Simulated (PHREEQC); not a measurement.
## Copper plating or etch bath (model solution)

Consider water at 10 °C with 0.0013 mol CuSO4, 3.2e-05 mol HBF4 and 0.00011 mol Na2SO4 per kg of water. Closed to the air; pH follows from the charge balance.

Equilibrium calculation in PHREEQC: ion-association model, phreeqc.dat.

Precipitation was switched off in this run.

Q: Estimate the pH, ionic strength, specific conductance.

A: pH 3.99; ionic strength 0.00503 mol/kgw; specific conductance 237 µS/cm.

Q: In which forms is S present?

A: SO4-2 89 %, CuSO4 10 %, HSO4- 0.5 % of the S.

At this temperature some constants are extrapolated from 25 °C, and those without enthalpy data are left unchanged. Real BF4- forms and hydrolyses slowly; the run takes it at equilibrium.
